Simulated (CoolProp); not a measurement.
Vapour-liquid equilibrium of cyclohexane (1) + toluene (2) at 313.7 K; x and y are mole fractions of (1).

The numbers come from the multi-fluid Helmholtz-energy mixture model, Zhou 2014 and Lemmon 2006; pair parameters Bell 2016 in CoolProp.

### Question
Give the bubble pressure and the first vapour's composition at x = 0.45, 0.65, 0.95. Is there an azeotrope?

### Answer
x = 0.45: 17.52 kPa, y = 0.726; x = 0.65: 20.51 kPa, y = 0.838; x = 0.95: 24.53 kPa, y = 0.976. No azeotrope shows between x = 0.05 and 0.95.

The pair parameters rest on a limited set of measurements; away from them the model extrapolates.
